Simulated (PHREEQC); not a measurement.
Dissolve 0.0022 mol/kgw NiSO4, 0.026 mol/kgw ZnCl2, 0.039 mol/kgw H2SO4 and 0.00023 mol/kgw NaCl at 25 °C. Closed to the air; pH follows from the charge balance.

Computed with PHREEQC (ion-association model, wateq4f.dat).

Question: The ionic strength comes out as 0.129 mol/kgw. What activity coefficients do Zn+2, Cl-, Na+, Zn(SO4)2-2, SO4-2 get?

Answer: Zn+2 0.37, Cl- 0.74, Na+ 0.77, Zn(SO4)2-2 0.35, SO4-2 0.34.

This is a speciation only: nothing precipitates in the calculation. Complexes and solids missing from the database can't appear.
